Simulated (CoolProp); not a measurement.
Vapour pressure (MPa) of oxygen: the reference equation beside estimates from Tc = -118.6 °C, pc = 5.046 MPa, ω = 0.022.

Values from CoolProp's reference Helmholtz-energy equation of state, Schmidt 1985.

```json
[
 {"T (°C)": "-163.05", "reference": "0.5472", "Lee-Kesler": "0.5473", "Soave-Redlich-Kwong": "0.5477", "Peng-Robinson": "0.5496"},
 {"T (°C)": "-158.35", "reference": "0.7461", "Lee-Kesler": "0.7467", "Soave-Redlich-Kwong": "0.7497", "Peng-Robinson": "0.7492"},
 {"T (°C)": "-153.55", "reference": "0.9988", "Lee-Kesler": "0.9996", "Soave-Redlich-Kwong": "1.007", "Peng-Robinson": "1.003"},
 {"T (°C)": "-148.85", "reference": "1.301", "Lee-Kesler": "1.301", "Soave-Redlich-Kwong": "1.314", "Peng-Robinson": "1.307"},
 {"T (°C)": "-144.15", "reference": "1.663", "Lee-Kesler": "1.663", "Soave-Redlich-Kwong": "1.684", "Peng-Robinson": "1.672"},
 {"T (°C)": "-139.35", "reference": "2.103", "Lee-Kesler": "2.101", "Soave-Redlich-Kwong": "2.131", "Peng-Robinson": "2.116"},
 {"T (°C)": "-134.65", "reference": "2.609", "Lee-Kesler": "2.606", "Soave-Redlich-Kwong": "2.644", "Peng-Robinson": "2.626"},
 {"T (°C)": "-129.85", "reference": "3.212", "Lee-Kesler": "3.208", "Soave-Redlich-Kwong": "3.250", "Peng-Robinson": "3.233"},
 {"T (°C)": "-125.15", "reference": "3.896", "Lee-Kesler": "3.894", "Soave-Redlich-Kwong": "3.932", "Peng-Robinson": "3.918"}
]
```

Absolute difference from the reference over all 9 rows, mean and median: Lee-Kesler 0.1 and 0.1 %, Soave-Redlich-Kwong 0.9 and 1.0 %, Peng-Robinson 0.5 and 0.5 %.
